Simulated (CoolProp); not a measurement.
The fluid at 473.51 K and 12.1 MPa expands adiabatically to 4.8 MPa with isentropic efficiency 0.9. The same conditions are run with several fluids, on thermodynamics alone (safety and materials aside).

Model: reference Helmholtz-energy equation of state of each fluid (R125: Lemmon 2005; R507A: Lemmon 2003; chloromethane (R40): Thol 2014; R22: Kamei 1995; hydrogen sulfide: Lemmon 2006), in CoolProp. Blends and air are pseudo-pure fits.

```json
[
 {"fluid": "R125", "work (kJ/kg)": "20.3", "final temperature (K)": "…", "final phase": "supercritical", "final density (kg/m³)": "199"},
 {"fluid": "R507A", "work (kJ/kg)": "23.4", "final temperature (K)": "427.4", "final phase": "supercritical", "final density (kg/m³)": "…"},
 {"fluid": "chloromethane (R40)", "work (kJ/kg)": "28.6", "final temperature (K)": "395.5", "final phase": "two-phase, vapour fraction 0.927", "final density (kg/m³)": "141"},
 {"fluid": "R22", "work (kJ/kg)": "…", "final temperature (K)": "…", "final phase": "gas", "final density (kg/m³)": "171"},
 {"fluid": "hydrogen sulfide", "work (kJ/kg)": "66.7", "final temperature (K)": "377.0", "final phase": "gas", "final density (kg/m³)": "…"}
]
```

### Question
Fill in the missing entries.

### Answer

- R125, final temperature (K): 431.5
- R507A, final density (kg/m³): 172
- R22, work (kJ/kg): 23.8
- R22, final temperature (K): 406.6
- hydrogen sulfide, final density (kg/m³): 65.5
